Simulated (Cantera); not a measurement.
A Cantera script and what it prints.

```python
import numpy as np
import cantera as ct

gas_names = """
    C CH CH2 CH3 CH2OH CH3O CH4 CH3OH CO CO2 COOH C2 C2H CHCO,ketyl C2H2,acetylene C2H2,vinylidene
    CH2CO,ketene C2H3,vinyl CH3CO,acetyl C2H4 C2H4O,ethylen CH3CHO,ethanal CH3COOH (HCOOH)2 C2H5 C2H6
    CH3OCH3 C2H5OH C2O C3 C3H3,propargyl C3H4,allene C3H4,propyne C3H4,cyclo- C3H5,allyl C3H6,propylene
    C3H6,cyclo- C3H6O C3H7,n-propyl C3H7,i-propyl C3H8 C3H8O,1propanol C3H8O,2propanol C3O2 C4 C4H2
    C4H4,1,3-cyclo- C4H6,butadiene C4H6,2-butyne C4H6,cyclo- C4H8,1-butene C4H8,cis2-buten
    C4H8,tr2-butene C4H8,isobutene C4H8,cyclo- (CH3COOH)2 C4H9,n-butyl C4H9,i-butyl C4H9,s-butyl
    C4H9,t-butyl C4H10,isobutane C4H10,n-butane C5 C5H6,1,3cyclo- C5H8,cyclo- C5H10,1-pentene
    C5H10,cyclo- C5H11,pentyl C5H11,t-pentyl C5H12,n-pentane C5H12,i-pentane CH3C(CH3)2CH3 C6H2
    C6H5,phenyl C6H5O,phenoxy C6H6 C6H5OH,phenol C6H10,cyclo- C6H12,1-hexene C6H12,cyclo- C6H13,n-hexyl
    C7H7,benzyl C7H8 C7H8O,cresol C7H14,1-heptene C7H15,n-heptyl C7H16,n-heptane C8H8,styrene
    C8H10,ethylbenz C8H16,1-octene C8H17,n-octyl C8H18,isooctane C8H18,n-octane C9H19,n-nonyl
    C10H8,naphthale C10H21,n-decyl C12H9,o-bipheny C12H10,bipheny Ca CaO CaOH CaO2H2 Ca2 H HCO HO2 H2
    HCHO,formaldehy HCOOH H2O H2O2 O OH O2 O3
""".split()
cond_names = """
    C(gr) C6H6(L) C7H8(L) C8H18(L),n-octa Ca(a) Ca(b) Ca(L) CaCO3(caL) CaO(s) CaO(L) CaO2H2(s) H2O(s)
    H2O(L)
""".split()


def load(file, names, dense=False):
    # The tables refer to 1 bar. Condensed volumes are neglected.
    table = {s.name: s for s in ct.Species.list_from_file(file)}
    out = []
    for n in names:
        d = dict(table[n].input_data)
        d["thermo"] = dict(d["thermo"], **{"reference-pressure": 1e5})
        if dense:
            d["equation-of-state"] = {"model": "constant-volume", "density": "1e6 g/cm^3"}
        out.append(ct.Species.from_dict(d))
    return out


gas = ct.Solution(thermo="ideal-gas", species=load("nasa_gas.yaml", gas_names))
cond = {s.name: ct.Solution(thermo="fixed-stoichiometry", species=[s], name=s.name)
        for s in load("nasa_condensed.yaml", cond_names, dense=True)}
atoms = {
    'Ca(OH)2': {'Ca': 1, 'O': 2, 'H': 2},
    'C': {'C': 1},
    'H2': {'H': 2},
    'H2O': {'H': 2, 'O': 1},
}
top_T = {'C(gr)': 4500}  # K; cautious upper limits of use, not melting points


def equilibrate(T, P, feed):
    n = {}
    for name, mol in feed.items():
        for a, k in atoms[name].items():
            n[a] = n.get(a, 0.0) + k * mol
    gas.TPX = T, P, n
    mass = sum(n.values()) * gas.mean_molecular_weight
    gas.equilibrate("TP")
    valid = [c for c in cond.values() if c.min_temp <= T <= top_T.get(c.name, c.max_temp)]
    mix = ct.Mixture([(gas, mass / gas.mean_molecular_weight)] + [(c, 0.0) for c in valid])
    mix.T, mix.P = T, P
    mix.equilibrate("TP", solver="vcs", rtol=1e-11, max_steps=5000)
    return mix


results = []
feed = {'Ca(OH)2': 1, 'C': 0.054, 'H2': 0.52, 'H2O': 0.063}  # mol
P = 37000  # Pa
for T in [548, 698, 848, 998, 1148, 1298, 1448, 1598, 1748, 1898, 2048]:
    mix = equilibrate(T, P, feed)
    results.append((T, P, feed, dict(zip(mix.species_names, mix.species_moles))))
    x = sorted(zip(gas.X, gas.species_names), reverse=True)
    print(f"T = {T:g} K  P = {P:g} Pa  gas = {mix.phase_moles(0):.4g} mol")
    print("   x: " + "  ".join(f"{s} {v:.3e}" for v, s in x if v > 1e-06))
    print("   condensed (mol): " + ("  ".join(f"{mix.phase(i).name} {mix.phase_moles(i):.4g}"
          for i in range(1, mix.n_phases) if mix.phase_moles(i) > 1e-12) or "none"))
```

Output:

```
T = 548 K  P = 37000 Pa  gas = 0.529 mol
   x: H2 7.788e-01  H2O 1.191e-01  CH4 1.021e-01
   condensed (mol): CaO2H2(s) 1
T = 698 K  P = 37000 Pa  gas = 0.9299 mol
   x: H2 6.675e-01  H2O 3.305e-01  CH4 1.950e-03  CO2 1.852e-05  CO 3.899e-06
   condensed (mol): CaCO3(caL) 0.05217  CaO(s) 0.2965  CaO2H2(s) 0.6513
T = 848 K  P = 37000 Pa  gas = 1.59 mol
   x: H2O 6.015e-01  H2 3.940e-01  CO2 3.659e-03  CO 7.753e-04  CH4 5.103e-05
   condensed (mol): CaCO3(caL) 0.04687  CaO(s) 0.9531
T = 998 K  P = 37000 Pa  gas = 1.637 mol
   x: H2O 5.934e-01  H2 3.736e-01  CO2 2.298e-02  CO 9.998e-03  CH4 4.793e-06
   condensed (mol): CaO(s) 1
T = 1148 K  P = 37000 Pa  gas = 1.637 mol
   x: H2O 5.973e-01  H2 3.697e-01  CO2 1.905e-02  CO 1.393e-02
   condensed (mol): CaO(s) 1
T = 1298 K  P = 37000 Pa  gas = 1.637 mol
   x: H2O 6.004e-01  H2 3.666e-01  CO 1.706e-02  CO2 1.593e-02  H 1.067e-06
   condensed (mol): CaO(s) 1
T = 1448 K  P = 37000 Pa  gas = 1.637 mol
   x: H2O 6.028e-01  H2 3.642e-01  CO 1.942e-02  CO2 1.356e-02  H 9.145e-06
   condensed (mol): CaO(s) 1
T = 1598 K  P = 37000 Pa  gas = 1.637 mol
   x: H2O 6.046e-01  H2 3.624e-01  CO 2.119e-02  CO2 1.180e-02  H 5.268e-05  OH 3.421e-06  CaO2H2 1.196e-06
   condensed (mol): CaO(s) 1
T = 1748 K  P = 37000 Pa  gas = 1.637 mol
   x: H2O 6.058e-01  H2 3.610e-01  CO 2.252e-02  CO2 1.046e-02  H 2.257e-04  OH 2.210e-05  CaO2H2 6.490e-06
   condensed (mol): CaO(s) 1
T = 1898 K  P = 37000 Pa  gas = 1.638 mol
   x: H2O 6.065e-01  H2 3.596e-01  CO 2.353e-02  CO2 9.445e-03  H 7.706e-04  OH 1.063e-04  CaO2H2 2.677e-05  CaOH 1.038e-06
   condensed (mol): CaO(s) 1
T = 2048 K  P = 37000 Pa  gas = 1.639 mol
   x: H2O 6.064e-01  H2 3.579e-01  CO 2.429e-02  CO2 8.651e-03  H 2.202e-03  OH 4.064e-04  CaO2H2 8.908e-05  CaOH 7.147e-06  O 1.805e-06  O2 1.312e-06
   condensed (mol): CaO(s) 0.9998
```

Method: chemical equilibrium by Gibbs-energy minimisation in Cantera with the NASA 1993 tables (ideal gas, pure condensed phases).
